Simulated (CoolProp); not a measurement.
The numbers come from the reference Helmholtz-energy equation of state, Lemmon and Jacobsen 2000 in CoolProp.

### Question
For R143a, give the phase and the expansivity (1/kK), conductivity (mW/(m K)), Prandtl number at 27.45 °C and 7.47 bar.

### Answer
- 27.45 °C and 7.47 bar: gas; expansivity 5.39, conductivity 15.6, Prandtl number 0.793

Viscosity comes from a separate model (Klein 1997), an estimate that may be off by 10 % or more. Thermal conductivity comes from a separate model (McLinden 2000), an estimate that may be off by 10 % or more.
